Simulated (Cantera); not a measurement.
**Equilibrium for sublimation and decomposition of ceramics: SiC + Si + H2**

A closed system holds: 1 mol SiC, 0.014 mol Si, 5.3 mol H2, held at 13.3 mbar.

Equilibrium computed with Cantera from the NASA thermochemical tables; the gas is ideal and each condensed phase is pure. Candidate condensed phases: C, C6H6, C7H8, C8H18, Si, SiC; 87 gas species. Gases not in the tables: Si2H6 and higher silanes. Rates play no part.

From 1977 °C to 2027 °C the condensed part is SiC(s). From 2077 °C to 2227 °C the condensed part is C(graphite) + SiC(s). From 2277 °C to 2477 °C the condensed part is C(graphite). From 2527 °C to 2577 °C nothing is condensed. The main Si-bearing gas is Si throughout.

| T (°C) | x H2 | x H | x Si | x SiC2 | x C2H2 (acetylene) | x Si2C | x C3 | n SiC(s) | n C(graphite) |
|---|---|---|---|---|---|---|---|---|---|
| 1977 | 0.928 | 0.0620 | 0.00661 | 0.000536 | 0.00218 | 0.000458 | 2.86e-7 | 0.967 | 0 |
| 2027 | 0.904 | 0.0797 | 0.0102 | 0.00137 | 0.00380 | 0.000827 | 1.20e-6 | 0.937 | 0 |
| 2077 | 0.871 | 0.101 | 0.0177 | 0.00290 | 0.00481 | 0.00168 | 3.10e-6 | 0.872 | 0.0297 |
| 2127 | 0.828 | 0.125 | 0.0306 | 0.00588 | 0.00577 | 0.00334 | 7.36e-6 | 0.751 | 0.0907 |
| 2177 | 0.769 | 0.153 | 0.0517 | 0.0116 | 0.00671 | 0.00648 | 1.68e-5 | 0.527 | 0.204 |
| 2227 | 0.689 | 0.181 | 0.0853 | 0.0221 | 0.00745 | 0.0122 | 3.73e-5 | 0.104 | 0.412 |
| 2277 | 0.641 | 0.216 | 0.0934 | 0.0279 | 0.00852 | 0.0102 | 7.99e-5 | 0 | 0.413 |
| 2327 | 0.599 | 0.257 | 0.0925 | 0.0316 | 0.00971 | 0.00714 | 0.000166 | 0 | 0.343 |
| 2377 | 0.554 | 0.302 | 0.0901 | 0.0350 | 0.0109 | 0.00487 | 0.000336 | 0 | 0.265 |
| 2427 | 0.506 | 0.350 | 0.0864 | 0.0381 | 0.0119 | 0.00326 | 0.000660 | 0 | 0.177 |
| 2477 | 0.457 | 0.401 | 0.0819 | 0.0407 | 0.0129 | 0.00216 | 0.00127 | 0 | 0.0770 |
| 2527 | 0.407 | 0.452 | 0.0783 | 0.0414 | 0.0129 | 0.00143 | 0.00219 | 0 | 0 |
| 2577 | 0.359 | 0.505 | 0.0774 | 0.0389 | 0.0114 | 0.000968 | 0.00315 | 0 | 0 |
x: gas mole fraction; n: condensed amount in mol.
